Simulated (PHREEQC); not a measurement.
A solution holds 0.0019 mol Cu(NO3)2, 0.00077 mol H2SO4 and 0.14 mol KCl per kg of water, at 20 °C. Closed to the air; pH follows from the charge balance.

Equilibrium calculation in PHREEQC: ion-association model, phreeqc.dat.

| quantity | before | after |
|---|---|---|
| pH | 2.91 | 3.86 |
| Cu+2 (mol/kgw) | 0.00169 | 0.000186 |
| SO4-2 (mol/kgw) | 0.000562 | 7.14e-5 |
| CuCl+ (mol/kgw) | 0.000179 | 3.45e-6 |
| KSO4- (mol/kgw) | 0.000160 | 3.97e-6 |
| HSO4- (mol/kgw) | 2.60e-5 | 6.06e-7 |
| SI of Sylvite (KCl) | -2.85 | -4.69 |

Problem. What was changed between the two runs?
A) Cu(NO3)2 from 0.0019 to 0.00095 mol/kgw
B) Cu(NO3)2 from 0.0019 to 0.00038 mol/kgw
C) H2SO4 from 0.00077 to 0.000693 mol/kgw
D) diluted 10-fold with water
E) diluted 100-fold with water

Solution. D, diluted 10-fold with water

Precipitation was switched off in this run.
